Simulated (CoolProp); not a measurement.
CHF3 (R23) along the isotherm -52.45 °C: Z from the reference equation and from simpler models built on Tc = 26.1 °C, pc = 4.832 MPa, ω = 0.263; each cubic takes its own stable root.

Model: reference Helmholtz-energy equation of state, Penoncello 2003, in CoolProp.

```json
[
 {"p (MPa)": "0.0382", "phase": "gas", "reference": "0.9915"},
 {"p (MPa)": "0.0784", "phase": "gas", "reference": "0.9824"},
 {"p (MPa)": "0.161", "phase": "gas", "reference": "0.9631"},
 {"p (MPa)": "0.331", "phase": "gas", "reference": "0.9201"},
 {"p (MPa)": "0.679", "phase": "liquid", "reference": "0.01952"},
 {"p (MPa)": "1.39", "phase": "liquid", "reference": "0.03988"},
 {"p (MPa)": "2.86", "phase": "liquid", "reference": "0.08170"},
 {"p (MPa)": "5.88", "phase": "liquid", "reference": "0.1666"},
 {"p (MPa)": "12.1", "phase": "liquid", "reference": "0.3376"}
]
```

Question: How far does each simpler model (van der Waals, Peng-Robinson) lie from the reference over these 9 states: mean and median of the absolute difference, and the worst?

Answer: 
- van der Waals: mean 538.1 %, median 67.7 %, worst +4545.0 % at -52.45 °C and 0.679 MPa
- Peng-Robinson: mean 2.2 %, median 2.9 %, worst +3.7 % at -52.45 °C and 0.679 MPa

At some of these states van der Waals gives the other phase, because its saturation line lies elsewhere.
